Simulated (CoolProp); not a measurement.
Aqueous calcium chloride as a coolant, at 36 °C, 1 atm.

Model: Melinder's fits for secondary coolants, in CoolProp.

```tsv
mass %	freezing point (°C)	density (kg/m³)	conductivity (W/(m K))	viscosity (mPa s)	cp (kJ/(kg K))
4.6	-2.2	1031	0.619	0.807	3.931
7.1	-3.6	1054	0.616	0.859	3.798
9.6	-5.5	1077	0.613	0.918	3.664
12	___	___	0.610	0.988	3.535
14.5	-10.5	___	0.606	___	___
17	-13.7	1146	___	1.20	3.281
19.5	-17.4	1168	0.599	1.35	3.167
21.9	-21.8	1190	0.595	1.53	3.069
24.4	-27.4	1214	___	1.76	___
26.9	-34.9	1239	0.587	2.05	2.903
```

Some entries are withheld; supply them.


- 12, freezing point (°C): -7.7
- 12, density (kg/m³): 1100
- 14.5, density (kg/m³): 1123
- 14.5, viscosity (mPa s): 1.08
- 14.5, cp (kJ/(kg K)): 3.405
- 17, conductivity (W/(m K)): 0.603
- 24.4, conductivity (W/(m K)): 0.591
- 24.4, cp (kJ/(kg K)): 2.981
